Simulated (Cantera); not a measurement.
Feed: 1 mol Si3N4, 28 mol Cl2, equilibrated at 1375 °C and 10.0 mbar.

Cantera equilibrium calculation (NASA polynomials, part measured and part estimated; ideal gas, pure solids and liquids). Candidate condensed phases: Si, Si3N4; 13 gas species. The tables' values for SiCl3 are old estimates; treat these amounts as uncertain. Equilibrium is a limit: real reactors are often held back by kinetics, nucleation or transport.

Base state: Cl 0.666, Cl2 0.211, SiCl4 0.0738, N2 0.0494, SiCl3 0.000335 (mole fractions); condensed: gas only.

**Question.** What changes in the equilibrium state with this change: pressure from 10.0 mbar to 0.133 bar?

**Answer.** 
```tsv
species	before	after
Cl2	0.211	0.548
Cl	0.666	0.294
SiCl4	0.0738	0.0947
N2	0.0494	0.0632
SiCl3	0.000335	7.31e-5
```
